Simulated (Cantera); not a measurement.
Input: 1 mol Si, a varied amount of NF₃, 1.3 mol N₂, 0.88 mol F₂, equilibrated at 350 °C and 10000 Pa.

These are equilibrium values from Cantera (NASA tables, ideal gas, pure condensed phases), not measurements of a reactor. Candidate condensed phases: Si, Si₃N₄; 16 gas species. The numbers say what is thermodynamically allowed, not how fast it happens.

Problem. Which condensed phases are stable at each of these points (n(NF₃) (mol)): 0.65, 0.89, 1.2, 1.7, 2.3, 3.1, 4.2, 5.8, 7.9?

Solution. 
```csv
n(NF₃) (mol),condensed phases,Si condensed (%)
0.65,Si₃N₄(s),7.3
0.89,gas only,0.0
1.2,gas only,0.0
1.7,gas only,0.0
2.3,gas only,0.0
3.1,gas only,0.0
4.2,gas only,0.0
5.8,gas only,0.0
7.9,gas only,0.0
```

At 0.65 mol NF₃ the condensed part is Si₃N₄(s). From 0.89 mol NF₃ to 7.9 mol NF₃ nothing is condensed.
